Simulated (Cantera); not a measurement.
An adiabatic, constant-volume homogeneous reactor starts with CH₄ : O₂ : N₂ : H₂O = 1 : 0.8 : 3.01 : 0.17 (molar parts), at 1548 K and 0.375 atm. Integrator tolerance rtol = 1e-08.

Computed with Cantera and GRI-Mech 3.0 (53 species, 325 reactions).

Task: What does this change do: initial temperature 1548 to 1100 K?

Result: 
```csv
quantity,before,after
time of steepest temperature rise,2.24 ms,not reached
temperature at 0.200 s,2496 K,1101 K
equilibrium temperature,2496 K,2154 K
x(CH₄) at 0.200 s,3.16e-11 (gas-phase equilibrium 3.54e-11),0.201 (gas-phase equilibrium 2.96e-10)
x(O₂) at 0.200 s,1.03e-5 (gas-phase equilibrium 1.03e-5),0.160 (gas-phase equilibrium 1.70e-7)
x(H₂O) at 0.200 s,0.111 (gas-phase equilibrium 0.111),0.0343 (gas-phase equilibrium 0.111)
x(N₂O) at 0.200 s,4.78e-9 (gas-phase equilibrium 4.78e-9),3.77e-11 (gas-phase equilibrium 3.39e-10)
x(NO₂) at 0.200 s,6.86e-10 (gas-phase equilibrium 6.86e-10),<1e-12 (gas-phase equilibrium 9.44e-12)
```

Task: What does this change do: constant pressure in place of constant volume?

Result: 
```
quantity                                                              before                                      after
---------------------------------  -----------------------------------------  -----------------------------------------
time of steepest temperature rise                                    2.24 ms                                    2.44 ms
temperature at 0.200 s                                                2496 K                                     2273 K
equilibrium temperature                                               2496 K                                     2273 K
x(CH₄) at 0.200 s                  3.16e-11 (gas-phase equilibrium 3.54e-11)  2.27e-11 (gas-phase equilibrium 2.54e-11)
x(O₂) at 0.200 s                     1.03e-5 (gas-phase equilibrium 1.03e-5)    1.86e-6 (gas-phase equilibrium 1.86e-6)
x(H₂O) at 0.200 s                        0.111 (gas-phase equilibrium 0.111)        0.111 (gas-phase equilibrium 0.111)
x(N₂O) at 0.200 s                    4.78e-9 (gas-phase equilibrium 4.78e-9)   1.06e-9 (gas-phase equilibrium 9.35e-10)
x(NO₂) at 0.200 s                  6.86e-10 (gas-phase equilibrium 6.86e-10)  9.75e-11 (gas-phase equilibrium 7.37e-11)
```
